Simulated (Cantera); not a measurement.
A perfectly stirred reactor is fed with CH4 : O2 : N2 = 1 : 1.43 : 5.37 (molar parts), at 0.490 bar; it is adiabatic with a 500 K inlet, and is followed from long to short residence time, starting on the burning branch (τ in s: 0.034, 0.021, 0.012, 0.0075, 0.0045, 0.0027, 0.0016, 0.00099, 0.0006, 0.00036, 0.00022, 0.00013, 7.9e-05).

Cantera simulation using GRI-Mech 3.0 (53 species, 325 reactions); the numbers are that mechanism's predictions, not measurements.

Question: Predict: blow-out, bracketed by the residence times tried; x(CH4) at τ = 34.0 ms; x(O2) at τ = 34.0 ms; x(CO) at τ = 34.0 ms; x(C2H) at τ = 34.0 ms; x(CO2) at τ = 34.0 ms; x(CH4) at τ = 1.60 ms; x(O2) at τ = 1.60 ms; x(CO) at τ = 1.60 ms; x(C2H) at τ = 1.60 ms; x(CO2) at τ = 1.60 ms.

Answer: 
```json
{
 "blow_out_bracketed_by_the_residence_times_tried": "burning at 0.360 ms, out at 0.220 ms",
 "x(CH4) at τ = 34.0 ms": "4.92e-5",
 "x(O2) at τ = 34.0 ms": "0.000253",
 "x(CO) at τ = 34.0 ms": "0.0747",
 "x(C2H) at τ = 34.0 ms": "2.86e-9",
 "x(CO2) at τ = 34.0 ms": "0.0442",
 "x(CH4) at τ = 1.60 ms": "0.000440",
 "x(O2) at τ = 1.60 ms": "0.00225",
 "x(CO) at τ = 1.60 ms": "0.0752",
 "x(C2H) at τ = 1.60 ms": "1.53e-7",
 "x(CO2) at τ = 1.60 ms": "0.0424"
}
```
